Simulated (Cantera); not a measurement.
What does this Cantera script print?

```python
import numpy as np
import cantera as ct

gas_names = [...]  # 110 gases of nasa_gas.yaml made of C, H, O
cond_names = """
    C(gr) C6H6(L) C7H8(L) C8H18(L),n-octa H2O(s) H2O(L)
""".split()


# ... load() reads the species with a 1 bar reference pressure and builds the phases ...
atoms = {
    'C3H6': {'C': 3, 'H': 6},
    'H2O': {'H': 2, 'O': 1},
}
top_T = {'C(gr)': 4500}  # K; cautious upper limits of use, not melting points


# ... equilibrate(T, P, feed) seeds the gas with the atoms and calls Mixture.equilibrate('TP', solver="vcs", rtol=1e-11, max_steps=5000) ...
results = []
feed = {'C3H6': 1, 'H2O': 2.3}  # mol
T = 2650  # K
P = 51000  # Pa
mix = equilibrate(T, P, feed)
results.append((T, P, feed, dict(zip(mix.species_names, mix.species_moles))))
print(gas.report(threshold=0.0001))
for i in range(1, mix.n_phases):
    print(f"{mix.phase(i).name:16s} {mix.phase_moles(i):12.5e} mol")
```

It prints:

```
       temperature   2650 K
          pressure   51000 Pa
           density   0.022994 kg/m^3
  mean mol. weight   9.9338 kg/kmol
   phase of matter   gas

                          1 kg             1 kmol
                     ---------------   ---------------
          enthalpy        5.9319e+06        5.8926e+07  J
   internal energy        3.7138e+06        3.6893e+07  J
           entropy             23334        2.3179e+05  J/K
    Gibbs function       -5.5902e+07       -5.5532e+08  J
 heat capacity c_p            3647.9             36237  J/K
 heat capacity c_v            2810.9             27923  J/K

                      mass frac. Y      mole frac. X     chem. pot. / RT
                     ---------------   ---------------   ---------------
                CO            0.8309           0.29468            -35.61
    C2H2,acetylene           0.03292          0.012559           -28.333
              C4H2        0.00051539        0.00010227           -35.132
                 H         0.0053277          0.052504           -10.767
                H2           0.12987           0.63995           -21.533
     [ +105 minor]        0.00046563        0.00020477

C(gr)             4.98052e-01 mol
```

Method: chemical equilibrium by Gibbs-energy minimisation in Cantera with the NASA 1993 tables (ideal gas, pure condensed phases).
